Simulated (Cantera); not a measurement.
An isothermal, constant-pressure homogeneous reactor starts with NH3 : H2 = 1 : 0.28 (molar parts), at 1273 K and 1.18 atm. Integrator tolerance rtol = 1e-08.

Cantera simulation using the gas-phase N/H chemistry of the illustrative SiF4/NH3 mechanism in the Surface Chemkin manual (1991); the numbers are that mechanism's predictions, not measurements. Walls and surfaces, which speed up NH3 decomposition in real reactors, are not modelled.

**Question.** What does this change do: temperature 1273 to 2350 K?

**Answer.** 
```json
[
 {"quantity": "x(NH3) at 200 s", "before": "0.767 (gas-phase equilibrium 5.27e-5)", "after": "4.68e-6 (gas-phase equilibrium 4.68e-6)"},
 {"quantity": "x(H2) at 200 s", "before": "0.229 (gas-phase equilibrium 0.781)", "after": "0.772 (gas-phase equilibrium 0.772)"},
 {"quantity": "x(N2) at 200 s", "before": "0.00403 (gas-phase equilibrium 0.219)", "after": "0.218 (gas-phase equilibrium 0.218)"},
 {"quantity": "x(N2H4) at 200 s", "before": "2.16e-8 (gas-phase equilibrium <1e-12)", "after": "<1e-12 (gas-phase equilibrium <1e-12)"},
 {"quantity": "x(NH) at 200 s", "before": "4.52e-10 (gas-phase equilibrium <1e-12)", "after": "5.27e-8 (gas-phase equilibrium 5.27e-8)"}
]
```

**Question.** What does this change do: temperature 1273 to 1850 K?

**Answer.** 
| quantity | before | after |
|---|---|---|
| x(NH3) at 200 s | 0.767 (gas-phase equilibrium 5.27e-5) | 7.18e-5 (gas-phase equilibrium 1.01e-5) |
| x(H2) at 200 s | 0.229 (gas-phase equilibrium 0.781) | 0.780 (gas-phase equilibrium 0.780) |
| x(N2) at 200 s | 0.00403 (gas-phase equilibrium 0.219) | 0.219 (gas-phase equilibrium 0.219) |
| x(N2H4) at 200 s | 2.16e-8 (gas-phase equilibrium <1e-12) | <1e-12 (gas-phase equilibrium <1e-12) |
| x(NH) at 200 s | 4.52e-10 (gas-phase equilibrium <1e-12) | 2.69e-9 (gas-phase equilibrium 3.80e-10) |
